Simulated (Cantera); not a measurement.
An adiabatic, constant-pressure homogeneous reactor starts with CH4 : O2 : N2 = 1 : 3.08 : 11.6 (molar parts), at 1048 K and 435 Torr.

Model: GRI-Mech 3.0 (53 species, 325 reactions), integrated in Cantera.

Predict: time of steepest temperature rise; temperature at 1.00 s; equilibrium temperature; x(O2) at 1.00 s; x(H) at 1.00 s; x(N2O) at 1.00 s; x(H2) at 1.00 s.


```
Quantity                                                              Result
---------------------------------  -----------------------------------------
time of steepest temperature rise                                    0.656 s
temperature at 1.00 s                                                 2285 K
equilibrium temperature                                               2285 K
x(O2) at 1.00 s                        0.0646 (gas-phase equilibrium 0.0644)
x(H) at 1.00 s                     0.000413 (gas-phase equilibrium 0.000411)
x(N2O) at 1.00 s                     3.30e-7 (gas-phase equilibrium 3.32e-7)
x(H2) at 1.00 s                      0.00121 (gas-phase equilibrium 0.00121)
```
